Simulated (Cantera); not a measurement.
Feed: 1 mol Cu, a varied amount of CO, 3.1 mol H2, held at 38000 Pa.

These are equilibrium values from Cantera (NASA tables, ideal gas, pure condensed phases), not measurements of a reactor. Candidate condensed phases: C, C6H6, C7H8, C8H18, Cu, CuO, Cu(OH)2, Cu2O, H2O; 113 gas species. The numbers say what is thermodynamically allowed, not how fast it happens.

Stable condensed phases, one row left out:

```
T in K \ n(CO) in mol
         0.31 0.43 0.54 0.65 0.76 0.87 0.98  1.1  1.2  1.3  1.4
   1875     A    A    A    A    A    A    A    A    A    A    A
   1775     A    A    A    A    A    A    A    A    A    A    A
   1675     A    A    A    A    A    A    A    A    A    A    A
   1575     A    A    A    A    A    A    A    A    A    A    A
   1475     A    A    A    A    A    A    A    A    A    A    A
   1375     A    A    A    A    A    A    A    A    A    A    A
   1175     A    A    A    A    A    A    A    A    A    A    B
   1075     A    A    A    A    A    A    B    B    B    B    B
    975     A    A    A    B    B    B    B    B    B    B    B
    875     A    A    B    B    B    B    B    B    B    B    B
    775     A    A    A    A    B    B    B    B    B    B    B
```

A: Cu; B: C + Cu.

### Question
Give the row for 1275 K.

### Answer
0.31: Cu; 0.43: Cu; 0.54: Cu; 0.65: Cu; 0.76: Cu; 0.87: Cu; 0.98: Cu; 1.1: Cu; 1.2: Cu; 1.3: Cu; 1.4: Cu.
